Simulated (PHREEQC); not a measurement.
Make-up at 20 °C: 0.0021 mol/kgw NaAlO2 and 0.005 mol/kgw MgSO4. Closed to the air; pH follows from the charge balance.

The numbers come from PHREEQC with the ion-association model, phreeqc.dat.

```
quantity                     before    after
--------------------------  -------  -------
pH                             8.45     4.30
ionic strength (mol/kgw)     0.0175   0.0249
Mg+2 (mol/kgw)              0.00387  0.00357
SO4-2 (mol/kgw)             0.00385  0.00619
MgSO4 (mol/kgw)             0.00112  0.00143
Al(OH)3 (mol/kgw)           3.66e-6  7.43e-9
SI of Al(OH)3(a) (Al(OH)3)    +0.88    -1.81
```

### Question
Which change was made?
A) diluted 10-fold with water
B) NaAlO2 replaced by Al2(SO4)3 at the same molality
C) MgSO4 from 0.005 to 0.001 mol/kgw
D) NaAlO2 from 0.0021 to 0.00231 mol/kgw

### Answer
B, NaAlO2 replaced by Al2(SO4)3 at the same molality

No solid was allowed to form. Some of these states are supersaturated (in Al(OH)3(a), Gibbsite (slow to form), for instance).
